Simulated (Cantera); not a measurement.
A closed system holds: 1 mol SiHCl₃, 0.32 mol N₂, 0.59 mol H₂, 4.5 mol NH₃, equilibrated at 46.5 Torr.

These are equilibrium values from Cantera (NASA tables, ideal gas, pure condensed phases), not measurements of a reactor. Candidate condensed phases: NH₄Cl, Si, Si₃N₄; 28 gas species. Gases not in the tables: Si₂H₆ and higher silanes. Equilibrium is a limit: real reactors are often held back by kinetics, nucleation or transport.

Task: Which condensed phases are stable at each of these points (T (K)): 973, 1123, 1273, 1423, 1573, 1723, 1873, 2023?

Result: 
```tsv
T (K)	condensed phases	Si condensed (%)
973	Si₃N₄(s)	94.5
1123	Si₃N₄(s)	96.2
1273	Si₃N₄(s)	96.7
1423	Si₃N₄(s)	93.4
1573	Si₃N₄(s)	76.1
1723	Si₃N₄(s)	42.3
1873	Si(l)	20.6
2023	Si(l)	23.3
```

From 973 K to 1723 K the condensed part is Si₃N₄(s). From 1873 K to 2023 K the condensed part is Si(l).
